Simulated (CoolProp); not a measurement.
Saturation properties of fluoroethane (R161).

Values from CoolProp's reference Helmholtz-energy equation of state, Wu 2012.

| T (K) | p (MPa) | liquid density (kg/m³) | enthalpy of vaporisation (kJ/kg) | liquid cp (kJ/(kg K)) | vapour Z | surface tension (mN/m) |
|---|---|---|---|---|---|---|
| 242.8 | 0.1395 | 807.3 | 417.0 | 1.986 | 0.9570 | 16.9 |
| 246.7 | 0.1644 | 801.5 | 412.5 | 2.001 | 0.9515 | 16.4 |
| 250.5 | 0.1919 | 795.8 | 408.1 | 2.016 | 0.9457 | 15.8 |
| 254.4 | 0.2237 | 789.8 | 403.4 | 2.032 | 0.9394 | 15.3 |
| 258.2 | 0.2584 | 783.9 | 398.8 | 2.050 | 0.9328 | 14.8 |
| 262.1 | 0.2983 | 777.6 | 393.8 | 2.068 | 0.9255 | 14.2 |
| 265.9 | 0.3414 | 771.4 | 388.9 | 2.088 | 0.9180 | 13.7 |
| 269.8 | 0.3905 | 764.8 | 383.6 | 2.109 | 0.9098 | 13.1 |
| 273.6 | 0.4433 | 758.3 | 378.4 | 2.130 | 0.9014 | 12.6 |
| 277.5 | 0.5029 | 751.4 | 372.8 | 2.153 | 0.8922 | 12.1 |
| 281.3 | 0.5666 | 744.4 | 367.2 | 2.177 | 0.8828 | 11.6 |
| 285.2 | 0.6381 | 737.1 | 361.2 | 2.202 | 0.8726 | 11.0 |
| 289 | 0.7141 | 729.8 | 355.2 | 2.228 | 0.8622 | 10.5 |

It boils at 235.6 K under 1 atm.

Surface tension comes from a separate correlation (Mulero 2012).
